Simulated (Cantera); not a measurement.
## Thermodynamics of aluminium nitride and oxide growth, feed Al(CH₃)₃ + N₂O + N₂

Input: 1 mol Al(CH₃)₃, 32 mol N₂O, 10 mol N₂, held at 38.0 mbar.

Equilibrium computed with Cantera from the NASA thermochemical tables; the gas is ideal and each condensed phase is pure. Candidate condensed phases: Al, AlN, Al₂O₃, C, C₆H₆, C₇H₈, C₈H₁₈, H₂O; 148 gas species. The feed counts by its element totals alone. Rates play no part.

From 1102 °C to 1902 °C the condensed part is Al₂O₃(s).

```json
[
 {"T (°C)": "1102", "x N₂": "0.706", "x O₂": "0.168", "x H₂O": "0.0756", "x CO₂": "0.0504", "x NO": "0.000531", "x OH": "4.44e-5", "n Al₂O₃(s)": "0.500"},
 {"T (°C)": "1202", "x N₂": "0.705", "x O₂": "0.168", "x H₂O": "0.0756", "x CO₂": "0.0504", "x NO": "0.000913", "x OH": "0.000117", "n Al₂O₃(s)": "0.500"},
 {"T (°C)": "1302", "x N₂": "0.705", "x O₂": "0.167", "x H₂O": "0.0755", "x CO₂": "0.0504", "x NO": "0.00146", "x OH": "0.000271", "n Al₂O₃(s)": "0.500"},
 {"T (°C)": "1402", "x N₂": "0.705", "x O₂": "0.167", "x H₂O": "0.0753", "x CO₂": "0.0504", "x NO": "0.00222", "x OH": "0.000568", "n Al₂O₃(s)": "0.500"},
 {"T (°C)": "1502", "x N₂": "0.704", "x O₂": "0.166", "x H₂O": "0.0750", "x CO₂": "0.0503", "x NO": "0.00321", "x OH": "0.00109", "n Al₂O₃(s)": "0.500"},
 {"T (°C)": "1602", "x N₂": "0.703", "x O₂": "0.165", "x H₂O": "0.0745", "x CO₂": "0.0501", "x NO": "0.00445", "x OH": "0.00196", "n Al₂O₃(s)": "0.500"},
 {"T (°C)": "1702", "x N₂": "0.702", "x O₂": "0.164", "x H₂O": "0.0736", "x CO₂": "0.0496", "x NO": "0.00595", "x OH": "0.00330", "n Al₂O₃(s)": "0.500"},
 {"T (°C)": "1802", "x N₂": "0.699", "x O₂": "0.162", "x H₂O": "0.0721", "x CO₂": "0.0487", "x NO": "0.00773", "x OH": "0.00526", "n Al₂O₃(s)": "0.500"},
 {"T (°C)": "1902", "x N₂": "0.696", "x O₂": "0.160", "x H₂O": "0.0699", "x CO₂": "0.0470", "x NO": "0.00978", "x OH": "0.00795", "n Al₂O₃(s)": "0.500"}
]
```
x: gas mole fraction; n: condensed amount in mol.
